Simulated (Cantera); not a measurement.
Source: NASA polynomial tables (part measured, part estimated), evaluated in Cantera. Values are per mole of reaction as written; species without (g) are pure solids or liquids, kept so even where they would boil at 1 bar.

4 H(g) + FeS2 ⇌ 2 H2S(g) + Fe, with ΔH° = -741.5 kJ and ΔS° = -73.3 J/K at 300 K.

**Question.** How far is the shortcut ΔG° ≈ ΔH°(300 K) − T·ΔS°(300 K) from the full temperature-dependent value at 523, 573, 623, 673, 723, 773, 823, 873, 923 K?

**Answer.** 
```json
[
 {"T (K)": "523", "shortcut (kJ)": "-703.2", "full (kJ)": "-699.7", "difference (kJ)": "-3.6", "difference in log10 K": "0.36"},
 {"T (K)": "573", "shortcut (kJ)": "-699.6", "full (kJ)": "-694.4", "difference (kJ)": "-5.1", "difference in log10 K": "0.47"},
 {"T (K)": "623", "shortcut (kJ)": "-695.9", "full (kJ)": "-689.0", "difference (kJ)": "-6.9", "difference in log10 K": "0.58"},
 {"T (K)": "673", "shortcut (kJ)": "-692.2", "full (kJ)": "-683.4", "difference (kJ)": "-8.9", "difference in log10 K": "0.69"},
 {"T (K)": "723", "shortcut (kJ)": "-688.6", "full (kJ)": "-677.6", "difference (kJ)": "-11.0", "difference in log10 K": "0.80"},
 {"T (K)": "773", "shortcut (kJ)": "-684.9", "full (kJ)": "-671.6", "difference (kJ)": "-13.3", "difference in log10 K": "0.90"},
 {"T (K)": "823", "shortcut (kJ)": "-681.2", "full (kJ)": "-665.5", "difference (kJ)": "-15.7", "difference in log10 K": "1.00"},
 {"T (K)": "873", "shortcut (kJ)": "-677.6", "full (kJ)": "-659.4", "difference (kJ)": "-18.2", "difference in log10 K": "1.09"},
 {"T (K)": "923", "shortcut (kJ)": "-673.9", "full (kJ)": "-653.1", "difference (kJ)": "-20.9", "difference in log10 K": "1.18"}
]
```
The shortcut ignores the heat-capacity change of the reaction.
